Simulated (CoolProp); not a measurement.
A closed Brayton cycle with dry air: compressor inlet 331.15 K and 1.5 MPa, high pressure 3.23 MPa, turbine inlet 850 K, compressor efficiency 0.89, turbine efficiency 0.85, recuperator effectiveness 0.95 (on enthalpy, no pinch check). Each further row changes one setting.

Values from CoolProp's reference Helmholtz-energy equation of state, Lemmon 2000. It is a pseudo-pure fit of the blend.

```csv
case,thermal efficiency (%),net work (kJ/kg),compressor to turbine work,compressor exit (K),turbine exit (K)
as stated,32.9,53.4,0.63,422.3,718.3
turbine inlet 800 K,29.5,44.7,0.67,422.3,674.8
compressor inlet 341.15 K,31.3,50.5,0.65,434.9,718.3
high pressure 2.75 MPa,33.9,46.2,0.61,401.6,744.0
recuperator effectiveness 0.5,17.6,53.4,0.63,422.3,718.3
```
